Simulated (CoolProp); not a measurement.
Saturation properties of n-perfluorohexane.

Computed with CoolProp (reference Helmholtz-energy equation of state, Gao 2022).

| T (K) | p (bar) | liquid density (kg/m³) | enthalpy of vaporisation (kJ/kg) | vapour Z |
|---|---|---|---|---|
| 355.4 | ? | ? | 76.85 | ? |
| 362.6 | 2.694 | 1467 | 74.46 | 0.8716 |
| 369.8 | 3.259 | 1439 | 71.94 | 0.8521 |
| 377.1 | ? | 1410 | 69.25 | 0.8303 |
| 384.3 | 4.667 | 1379 | 66.42 | 0.8064 |
| 391.5 | 5.518 | 1345 | 63.39 | ? |
| 398.8 | 6.497 | 1309 | 60.07 | 0.7501 |
| 406 | 7.588 | ? | 56.48 | 0.7171 |

Question: Fill in the missing entries.

Answer: 
- 355.4, p (bar): 2.207
- 355.4, liquid density (kg/m³): 1494
- 355.4, vapour Z: 0.8892
- 377.1, p (bar): 3.920
- 391.5, vapour Z: 0.7799
- 406, liquid density (kg/m³): 1269

It boils at 330.3 K under 1 atm.
